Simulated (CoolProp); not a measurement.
A closed Brayton cycle with nitrogen: compressor inlet 332.15 K and 4.4 MPa, high pressure 8.49 MPa, turbine inlet 755 K, compressor efficiency 0.8, turbine efficiency 0.93, recuperator effectiveness 0.95 (on enthalpy, no pinch check). Each further row changes one setting.

Values from CoolProp's reference Helmholtz-energy equation of state, Span 2000.

```csv
case,thermal efficiency (%),net work (kJ/kg),compressor to turbine work,compressor exit (K),turbine exit (K)
as stated,26.5,38.0,0.70,418.5,640.2
turbine inlet 705 K,22.2,29.5,0.75,418.5,596.7
compressor inlet 342.15 K,24.7,35.2,0.73,431.0,640.2
high pressure 7.22 MPa,27.9,32.4,0.67,395.7,666.9
recuperator effectiveness 0.5,15.1,38.0,0.70,418.5,640.2
```
